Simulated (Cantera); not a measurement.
A Cantera script and its output.

```python
import numpy as np
import cantera as ct

gas = ct.Solution("h2o2.yaml")


def delay(T, t_max=10):
    gas.TPX = T, 1000000, {'H2': 1, 'O2': 0.833, 'N2': 3.13}
    reactor = ct.IdealGasConstPressureReactor(gas, clone=False)
    net = ct.ReactorNet([reactor])
    net.rtol, net.atol = 1e-8, 1e-16
    while net.time < t_max:
        t_old, T_old = net.time, reactor.T
        net.step()
        if reactor.T > T + 400:  # ignition: a rise of 400 K
            return t_old + (T + 400 - T_old) / (reactor.T - T_old) * (net.time - t_old)
    return np.nan


taus = []
for T in [1225, 1325, 1425, 1525, 1625, 1725, 1825, 1925]:
    taus.append(delay(T))
    print(f"T0 = {T:6g} K   tau = {taus[-1]:.4e} s")
```

Output:

```
T0 =   1225 K   tau = 2.4141e-05 s
T0 =   1325 K   tau = 4.0575e-06 s
T0 =   1425 K   tau = 2.1497e-06 s
T0 =   1525 K   tau = 1.4328e-06 s
T0 =   1625 K   tau = 1.0683e-06 s
T0 =   1725 K   tau = 8.5958e-07 s
T0 =   1825 K   tau = 7.3562e-07 s
T0 =   1925 K   tau = 6.6378e-07 s
```

Detailed kinetics in Cantera: the H2/O2 subset of GRI-Mech 3.0, which has no nitrogen chemistry. The hydrogen kinetics of GRI-Mech 3.0 are dated; newer H2 mechanisms differ, most at raised pressure. Where the delays flatten at high temperature, the 400 K rule measures the pace of heat release, not the induction time.
